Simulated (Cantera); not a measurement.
## Gas activation for diamond growth

An isothermal, constant-pressure homogeneous reactor starts with CH4 : H2 : CO2 = 0.0064 : 0.15 : 0.003 (molar parts), at 2275 K and 0.210 bar.

Detailed kinetics in Cantera: GRI-Mech 3.0 (53 species, 325 reactions). GRI-Mech 3.0 stops at C3 and has no aromatics, soot or wall deposition, so with more carbon than oxygen in the feed, carbon stays in small species such as C2H2 where larger ones or solid carbon would form.

```
t (s)        x CH4   x H2     x CO2      x H    x CH2      x OH    x C2H4
--------  --------  -----  --------  -------  -------  --------  --------
3.00e-5     0.0378  0.938    0.0183  0.00278  7.50e-6   2.54e-6   3.66e-5
8.35e-5     0.0334  0.932    0.0155  0.00700  3.66e-5   8.61e-6  0.000230
0.000232    0.0218  0.925   0.00636   0.0114  6.29e-5   2.59e-5  0.000217
0.000646   0.00878  0.926  0.000331   0.0134  4.17e-5   3.80e-5   5.34e-5
0.00180    0.00265  0.929   6.11e-5   0.0153  1.88e-5   3.97e-5   1.18e-5
0.00500    0.00122  0.931   5.56e-5   0.0166  1.07e-5   3.38e-5   6.92e-6
0.0139    0.000805  0.933   3.78e-5   0.0172  7.56e-6   1.94e-5   5.19e-6
0.0387    0.000393  0.936   1.15e-5   0.0177  3.93e-6   5.20e-6   3.83e-6
0.108     0.000114  0.937   4.89e-7   0.0180  1.18e-6   2.14e-7   3.41e-6
0.300      6.87e-5  0.937   1.35e-9   0.0181  7.14e-7  5.93e-10   3.40e-6
0.834      6.86e-5  0.937   1.25e-9   0.0181  7.14e-7  5.51e-10   3.40e-6
2.32       6.86e-5  0.937   1.25e-9   0.0181  7.14e-7  5.51e-10   3.40e-6
6.46       6.86e-5  0.937   1.25e-9   0.0181  7.14e-7  5.51e-10   3.40e-6
18.0       6.86e-5  0.937   1.25e-9   0.0181  7.14e-7  5.51e-10   3.40e-6
50.0       6.86e-5  0.937   1.25e-9   0.0181  7.14e-7  5.51e-10   3.40e-6
```
x: mole fraction; the columns are a selection and need not sum to one.

Equilibrium at this temperature and pressure: CH4 6.89e-5, H2 0.937, CO2 1.26e-9, H 0.0181, CH2 7.16e-7, OH 5.54e-10, C2H4 3.40e-6 (gas phase only).
